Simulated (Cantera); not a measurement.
borazine + NH₃ + H₂ (boron, boron nitride and boron oxide)

Input: 1 mol borazine, 0.63 mol NH₃, 9.2 mol H₂, equilibrated at 2102 °C.

Equilibrium computed with Cantera from the NASA thermochemical tables; the gas is ideal and each condensed phase is pure. Candidate condensed phases: B, BN; 15 gas species. The feed counts by its element totals alone. Mutual solubility and eutectic melting of coexisting phases are not modelled. The tables' values for BH₂ are old estimates; treat these amounts as uncertain. Gases not in the tables: B₂H₆ and higher boranes. The numbers say what is thermodynamically allowed, not how fast it happens.

At 0.0750 Torr nothing is condensed. From 0.345 Torr to 34.5 Torr the condensed part is B(l). At 165 Torr the condensed part is B(l) + BN(s). At 750 Torr the condensed part is BN(s). The share of B in condensed phases is highest at 750 Torr (99.1 %) and lowest at 0.0750 Torr (0.0 %).

```json
[
 {"P (Pa)": "10", "x H₂": "0.194", "x H": "0.621", "x N₂": "0.0697", "x B": "0.114", "x BH₂": "0.000251", "x BH": "0.000361", "n B(l)": "0", "n BN(s)": "0"},
 {"P (Pa)": "46", "x H₂": "0.427", "x H": "0.430", "x N₂": "0.0887", "x B": "0.0532", "x BH₂": "0.00118", "x BH": "0.000535", "n B(l)": "1.87", "n BN(s)": "0"},
 {"P (Pa)": "220", "x H₂": "0.641", "x H": "0.241", "x N₂": "0.105", "x B": "0.0111", "x BH₂": "0.00177", "x BH": "0.000300", "n B(l)": "2.77", "n BN(s)": "0"},
 {"P (Pa)": "1000", "x H₂": "0.759", "x H": "0.123", "x N₂": "0.114", "x B": "0.00245", "x BH₂": "0.00210", "x BH": "0.000153", "n B(l)": "2.92", "n BN(s)": "0"},
 {"P (Pa)": "4600", "x H₂": "0.820", "x H": "0.0595", "x N₂": "0.118", "x B": "0.000532", "x BH₂": "0.00227", "x BH": "7.41e-5", "n B(l)": "2.96", "n BN(s)": "0"},
 {"P (Pa)": "22000", "x H₂": "0.906", "x H": "0.0286", "x N₂": "0.0626", "x B": "0.000111", "x BH₂": "0.00251", "x BH": "3.56e-5", "n B(l)": "1.11", "n BN(s)": "1.85"},
 {"P (Pa)": "100000", "x H₂": "0.960", "x H": "0.0138", "x N₂": "0.0243", "x B": "1.85e-5", "x BH₂": "0.00200", "x BH": "1.30e-5", "n B(l)": "0", "n BN(s)": "2.97"}
]
```
x: gas mole fraction; n: condensed amount in mol.
